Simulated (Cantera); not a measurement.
A Cantera script and what it prints.

```python
import numpy as np
import cantera as ct

gas_names = """
    F Cs HCL HF
""".split()
cond_names = """
    CsCL(a) CsCL(b) CsCL(L)
""".split()


# ... load() reads the species with a 1 bar reference pressure and builds the phases ...
species = {s.name: s for s in load("nasa_gas.yaml", gas_names) + load("nasa_condensed.yaml", cond_names)}
# Each term lists the table entries of one substance; the one whose range holds T is used.
reactions = {
    'F(g) + Cs(g) + HCl(g) = HF(g) + CsCl':
        [(-1, ['F']), (-1, ['Cs']), (-1, ['HCL']), (1, ['HF']), (1, ['CsCL(a)', 'CsCL(b)', 'CsCL(L)'])],
}


def pick(names, T):
    return next(species[n] for n in names if species[n].thermo.min_temp <= T <= species[n].thermo.max_temp)


results = []
for label, terms in reactions.items():
    print(label)
    print("     T/K   dH/kJ  dS/(J/K)   dG/kJ   log10 K")
    for T in [300, 900, 1000, 1100, 1200, 1300, 1400, 1500, 1600, 1700]:
        used = [(nu, pick(names, T)) for nu, names in terms]
        dH = sum(nu * s.thermo.h(T) for nu, s in used) / 1e6
        dS = sum(nu * s.thermo.s(T) for nu, s in used) / 1e3
        dG = dH - T * dS / 1e3
        logK = -dG * 1e6 / (ct.gas_constant * T * np.log(10))
        results.append((label, T, dH, dS, dG, logK, [s.name for _, s in used]))
        print(f"{T:8g} {dH:8.1f} {dS:8.1f} {dG:8.1f} {logK:8.2f}")
```

Output:

```
F(g) + Cs(g) + HCl(g) = HF(g) + CsCl
     T/K   dH/kJ  dS/(J/K)   dG/kJ   log10 K
     300   -779.0   -246.2   -705.1   122.76
     900   -765.7   -225.0   -563.1    32.68
    1000   -746.6   -204.4   -542.2    28.32
    1100   -743.2   -201.1   -522.0    24.78
    1200   -739.8   -198.2   -502.0    21.85
    1300   -736.4   -195.4   -482.3    19.38
    1400   -733.0   -192.9   -462.9    17.27
    1500   -729.5   -190.5   -443.7    15.45
    1600   -726.1   -188.3   -424.8    13.87
    1700   -722.7   -186.3   -406.0    12.48
```

Source: NASA polynomial tables (part measured, part estimated), evaluated in Cantera. Condensed species are held in their standard states even where they would react or evaporate.
